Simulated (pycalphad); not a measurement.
# Phase fractions of Mg-4.91Si-11.56Cu-7.05Al (at.%)

CALPHAD calculation (pycalphad, COST 507 light-alloy database (1999)), 1 atm. These are 1990s assessments: newer ones move some temperatures and phases. The system is extrapolated from its subsystems; higher-order compounds may be missing. Phase fractions are per mole of atoms. Kinetics are ignored, which matters at the lower temperatures.

```tsv
T (K)	LIQUID	MG2SI	LAVES_C15	HCP_A3	LAVES_C36
975	1.000	-	-	-	-
925	0.965	0.035	-	-	-
875	0.928	0.072	-	-	-
825	0.896	0.101	0.003	-	-
775	-	0.147	0.276	0.577	-
725	-	0.147	0.277	0.576	-
675	-	0.147	0.277	0.576	-
625	-	0.147	0.278	0.575	-
575	-	0.147	0.278	0.574	-
525	-	0.147	0.279	0.574	-
475	-	0.147	0.274	0.574	0.005
425	-	0.147	0.228	0.574	0.051
375	-	0.147	0.188	0.574	0.091
```

Database names, with the compositions (at.%) that they take in these runs: MG2SI: Mg 67 Si 33; LAVES_C15: Cu 40-44 Mg 33 Al 23-26; LAVES_C36: Cu 37 Mg 33 Al 29. HCP_A3 is hcp.
